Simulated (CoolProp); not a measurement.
Vapour-liquid equilibrium of C2F6 (R116) (1) + R22 (2) at 0.52 MPa; x and y are mole fractions of (1).

Values from CoolProp's multi-fluid Helmholtz-energy mixture model, Lemmon 2006 and Kamei 1995; pair parameters Bell 2016.

Give the bubble temperature and the first vapour's composition at x = 0.35, 0.65, 0.875. Is there an azeotrope?

x = 0.35: 238.6 K, y = 0.769; x = 0.65: 235.1 K, y = 0.832; x = 0.875: 232.9 K, y = 0.914. No azeotrope shows between x = 0.05 and 0.95.

The pair parameters rest on a limited set of measurements; away from them the model extrapolates. With so large a gap from Raoult's law the liquid may split in two, which this calculation doesn't test in full.
